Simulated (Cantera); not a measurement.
## TiO2 + C + H2 (carbothermic reduction)

Input: 1 mol TiO2, 0.52 mol C, 1.9 mol H2.

These are equilibrium values from Cantera (NASA tables, ideal gas, pure condensed phases), not measurements of a reactor. Candidate condensed phases: C, C6H6, C7H8, C8H18, H2O, Ti, TiC, TiO, TiO2, Ti2O3, Ti3O5, Ti4O7; 113 gas species. Mutual solubility and eutectic melting of coexisting phases are not modelled. TiC, TiO: taken at fixed stoichiometry. Condensed phases not in the tables: Magnéli phases beyond Ti4O7, solid solutions among these carbides, nitrides and lower oxides. Kinetics and transport are ignored.

**Question.** Map the stable condensed phases over T = 1348, 1398, 1448, 1498, 1548, 1598, 1648, 1698, 1748, 1798 K and P in Pa = 10, 36, 130, 460, 1700, 6000, 22000, 77000, 280000, 1000000.

**Answer.** 
```
T in K \ P in Pa
              10      36     130     460    1700    6000   22000   77000  280000 1000000
   1798        A       A       A       A       B       B       B       B       B       B
   1748        A       A       A       A       B       B       B       B       B       B
   1698        A       A       A       B       B       B       B       B       B       C
   1648        A       A       B       B       B       B       B       B       B       D
   1598        A       A       B       B       B       B       B       B       C       E
   1548        A       B       B       B       B       B       B       B       D       E
   1498        B       B       B       B       B       B       B       C       E       E
   1448        B       B       B       B       B       B       B       D       E       F
   1398        B       B       B       B       B       B       C       E       E       F
   1348        B       B       B       B       B       B       E       E       F       G
```
A: TiO + Ti2O3; B: TiC + Ti2O3; C: TiC + Ti3O5; D: C + TiC + Ti3O5; E: C + Ti3O5; F: C + Ti4O7; G: C + TiO2 + Ti4O7.
